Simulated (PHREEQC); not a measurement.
Solution (20 °C): 2.6 mol/kgw H2SO4 and 0.35 mol/kgw Na2SO4. Closed to the air; pH follows from the charge balance.

All values are PHREEQC results (Pitzer model, pitzer.dat), not measurements.

No solid was allowed to form.

Problem. Estimate the pH, activity of water, ionic strength.

Solution. pH -0.94; activity of water 0.864; ionic strength 4.33 mol/kgw.

Problem. In which forms is S present?

Solution. HSO4- 77 %, SO4-2 23 % of the S.

In brines, pH and single-ion activities rest on the MacInnes convention.
